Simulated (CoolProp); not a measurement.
A simple Rankine cycle with R115: condensing at 300.15 K, boiler at 2.32 MPa, turbine inlet 343.7 K, turbine efficiency 0.7, pump efficiency 0.8, no recuperator. Each further row changes one setting.

Values from CoolProp's reference Helmholtz-energy equation of state, Lemmon 2016.

| case | thermal efficiency (%) | net work (kJ/kg) | heat in (kJ/kg) | turbine exit temperature (K) | volume ratio over the turbine |
|---|---|---|---|---|---|
| as stated | 5.9 | 6.53 | 110 | 312.4 | 2.99 |
| turbine inlet 363.7 K | 6.0 | 7.98 | 132 | 337.2 | 2.73 |
| condensing temperature 292.15 K | 7.1 | 8.42 | 119 | 307.0 | 3.76 |
| boiler pressure 1.62 MPa | 3.9 | 4.80 | 122 | 328.8 | 1.81 |
| turbine efficiency 0.6 | 4.9 | 5.41 | 110 | 313.7 | 3.01 |
